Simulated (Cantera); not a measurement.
Charge: 1 mol B2O3, 0.39 mol O2, 5.3 mol N2, held at 1975 K and 97.0 Pa.

These are equilibrium values from Cantera (NASA tables, ideal gas, pure condensed phases), not measurements of a reactor. Candidate condensed phases: B, BN, B2O3; 17 gas species. Rates play no part.

Base state: N2 0.783, B2O3 0.132, O2 0.0466, BO2 0.0308, O 0.00382, NO 0.00335, BO 0.000718 (mole fractions); condensed: gas only.

Task: What changes in the equilibrium state with this change: pressure from 97.0 Pa to 690 Pa?

Result: 
```json
[
 {"species": "N2", "before": "0.783", "after": "0.786"},
 {"species": "B2O3", "before": "0.132", "after": "0.139"},
 {"species": "O2", "before": "0.0466", "after": "0.0506"},
 {"species": "BO2", "before": "0.0308", "after": "0.0197"},
 {"species": "BO", "before": "0.000718", "after": "0.000165"},
 {"species": "O", "before": "0.00382", "after": "0.00149"},
 {"species": "NO", "before": "0.00335", "after": "0.00350"}
]
```

Task: What changes in the equilibrium state with this change: O2 from 0.39 to 0.056 mol?

Result: 
```json
[
 {"species": "N2", "before": "0.783", "after": "0.828"},
 {"species": "B2O3", "before": "0.132", "after": "0.147"},
 {"species": "BO2", "before": "0.0308", "after": "0.0173"},
 {"species": "O2", "before": "0.0466", "after": "0.00376"},
 {"species": "B2O2", "before": "3.42e-6", "after": "1.34e-5"},
 {"species": "O", "before": "0.00382", "after": "0.00108"}
]
```
